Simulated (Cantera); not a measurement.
A jet of 1.74 % CH4, 6.40 % O2, 91.9 % N2 at 300 K and 42.8 Torr hits a platinum plate 10 cm away at a mass flux of 0.024 kg/m²/s; the plate temperature is set and raised in steps from an oxygen-covered start.

Cantera simulation using Deutschmann's 1995 Pt surface mechanism with GRI-Mech 3.0 gas chemistry; the numbers are that mechanism's predictions, not measurements. Catalytic surfaces can have several steady states; this one follows from the mechanism file's or the stated starting coverage.

x: mole fraction at the wall; θ: surface coverage.

```csv
plate T (K),wall x CH4,wall x O2,wall x H2O,wall x OH,wall x CO,wall x CO2,θ free Pt,θ O*
850,0.0102,0.0485,0.0136,<1e-8,3.27e-6,0.00888,0.198,0.802
900,0.00700,0.0419,0.0195,3.02e-8,3.25e-6,0.0127,0.275,0.724
950,0.00485,0.0373,0.0234,8.95e-8,3.16e-6,0.0153,0.355,0.644
1000,(withheld),0.0345,0.0259,(withheld),3.14e-6,0.0169,(withheld),(withheld)
1050,(withheld),0.0327,0.0274,(withheld),3.24e-6,0.0180,(withheld),(withheld)
```

Q: Complete the blanks.

A: 
- 1000, wall x CH4: 0.00350
- 1000, wall x OH: 2.32e-7
- 1000, θ free Pt: 0.434
- 1000, θ O*: 0.565
- 1050, wall x CH4: 0.00265
- 1050, wall x OH: 5.39e-7
- 1050, θ free Pt: 0.509
- 1050, θ O*: 0.491
